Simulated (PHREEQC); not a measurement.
Consider water at 20 °C with 0.26 mol KOH and 0.0002 mol (CH3)4NCl per kg of water. Closed to the air; pH follows from the charge balance.

Computed with PHREEQC (ion-association model, phreeqc.dat).

No solid was allowed to form.

Predict the pH, specific conductance, density.

pH 13.42; specific conductance 48300 µS/cm; density 1.011 g/cm³.

Species that the database lacks are ignored. (CH3)4N+ isn't in the database: it is added as a free cation with an ion size of 4 Å.
